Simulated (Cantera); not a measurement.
Charge: 1 mol HgO, 8.6 mol H₂, 3.4 mol N₂, held at 2500 Pa.

These are equilibrium values from Cantera (NASA tables, ideal gas, pure condensed phases), not measurements of a reactor. Candidate condensed phases: H₂O, Hg, HgO; 25 gas species. Equilibrium is a limit: real reactors are often held back by kinetics, nucleation or transport. All values below are at 775 °C.

Base state: H₂ 0.585, N₂ 0.262, H₂O 0.0769, Hg 0.0769 (mole fractions); condensed: gas only.

Problem. What changes in the equilibrium state with this change: H₂ from 8.6 to 0.82 mol?

Solution. 
| species | before | after |
|---|---|---|
| N₂ | 0.262 | 0.640 |
| Hg | 0.0769 | 0.188 |
| H₂O | 0.0769 | 0.154 |
| H₂ | 0.585 | 2.57e-9 |
| O₂ | <1e-9 | 0.0169 |
| NO | <1e-9 | 1.33e-5 |
